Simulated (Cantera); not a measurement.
Charge: 1 mol Si, a varied amount of NF3, 97 mol N2, at 523.15 K and 1.33 mbar.

These are equilibrium values from Cantera (NASA tables, ideal gas, pure condensed phases), not measurements of a reactor. Candidate condensed phases: Si, Si3N4; 16 gas species. The numbers say what is thermodynamically allowed, not how fast it happens.

Task: Which condensed phases are stable at each of these points (n(NF3) (mol)): 0.79, 1.2, 1.7, 2.1, 2.5, 3, 3.4, 3.8, 4.2, 4.7, 5.1, 5.5, 6?

Result: 
```tsv
n(NF3) (mol)	condensed phases	Si condensed (%)
0.79	Si3N4(s)	40.7
1.2	Si3N4(s)	10.0
1.7	gas only	0.0
2.1	gas only	0.0
2.5	gas only	0.0
3	gas only	0.0
3.4	gas only	0.0
3.8	gas only	0.0
4.2	gas only	0.0
4.7	gas only	0.0
5.1	gas only	0.0
5.5	gas only	0.0
6	gas only	0.0
```

From 0.79 mol NF3 to 1.2 mol NF3 the condensed part is Si3N4(s). From 1.7 mol NF3 to 6 mol NF3 nothing is condensed.
